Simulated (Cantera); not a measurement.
Feed: 1 mol Mg(OH)₂, 0.017 mol O₂, held at 848.15 K and 323 Torr.

These are equilibrium values from Cantera (NASA tables, ideal gas, pure condensed phases), not measurements of a reactor. Candidate condensed phases: H₂O, Mg, MgO, Mg(OH)₂; 15 gas species. The numbers say what is thermodynamically allowed, not how fast it happens.

Q: What is the equilibrium state?

A: 
* **x(H₂O)**: 0.983
* **x(O₂)**: 0.0167
* **n(MgO(s))**: 1.00 mol
* **gas amount**: 1.017 mol
* **log10 activity of Mg(s) (absent)**: -30.33
